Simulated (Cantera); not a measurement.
A closed system holds: 1 mol SiH2Cl2, 63 mol N2, equilibrated at 1500 K and 1.50 mbar.

Equilibrium computed with Cantera from the NASA thermochemical tables; the gas is ideal and each condensed phase is pure. Candidate condensed phases: NH4Cl, Si, Si3N4; 28 gas species. The tables' values for SiCl3 are old estimates; treat these amounts as uncertain. Kinetics and transport are ignored.

Question: What is the equilibrium state?

Answer: 
| Item | Value |
|---|---|
| x(N2) | 0.969 |
| x(HCl) | 0.0143 |
| x(H2) | 0.00829 |
| x(SiCl2) | 0.00808 |
| x(SiCl3) | 0.000122 |
| x(Cl) | 5.75e-5 |
| x(H) | 4.14e-5 |
| x(SiCl4) | 5.89e-6 |
| x(SiCl) | 3.18e-6 |
| n(Si3N4(s)) | 0.156 mol |
| gas amount | 64.69 mol |
| log10 activity of Si(s) (absent) | -0.99 |
